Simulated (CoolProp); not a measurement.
The numbers come from the reference Helmholtz-energy equation of state, Thol 2021 in CoolProp.

Task: For chlorine, give the phase and the density (kg/m³), cv (kJ/(kg K)) at 226.3 K and 4.27 bar.

Result: 
- 226.3 K and 4.27 bar: liquid; density 1600, cv 0.503
